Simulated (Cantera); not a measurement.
A perfectly stirred reactor is fed with C2H4 : H2 : N2 = 1 : 4 : 0.077 (molar parts), at 0.00120 bar; it is held at 1625 K, and followed from long to short residence time.

Model: GRI-Mech 3.0 (53 species, 325 reactions), integrated in Cantera. GRI-Mech 3.0 was tuned for natural gas; its chemistry of ethylene as a main component is partial and can be far from experiment. GRI-Mech 3.0 stops at C3 and has no aromatics, soot or wall deposition, so with more carbon than oxygen in the feed, carbon stays in small species such as C2H2 where larger ones or solid carbon would form. Radical loss at walls, strong at low pressure, is not modelled.

x: mole fraction; the columns are a selection and need not sum to one.

```tsv
τ (s)	x C2H4	x H2	x CH2	x C2H6	x CH3	x CH4	x C2H2
6.3	0.0103	0.821	5.35e-10	5.03e-9	___	1.33e-5	0.156
1.1	0.0620	0.812	1.30e-9	1.68e-8	___	5.98e-6	0.113
0.19	0.150	0.796	1.53e-9	2.60e-8	___	1.34e-6	0.0394
0.032	0.188	0.789	4.84e-10	1.61e-8	___	1.03e-7	0.00723
0.0055	0.195	0.788	7.68e-11	5.46e-9	6.10e-10	4.56e-9	0.00123
0.00094	0.197	0.788	7.56e-12	9.53e-10	6.42e-11	8.34e-11	0.000211
0.00016	0.197	0.788	<1e-12	7.98e-11	1.79e-12	<1e-12	3.58e-5
```

Task: Some entries are withheld; supply them.

Result: 
- 6.3, x CH3: 3.04e-8
- 1.1, x CH3: 9.14e-9
- 0.19, x CH3: 5.64e-9
- 0.032, x CH3: 2.36e-9
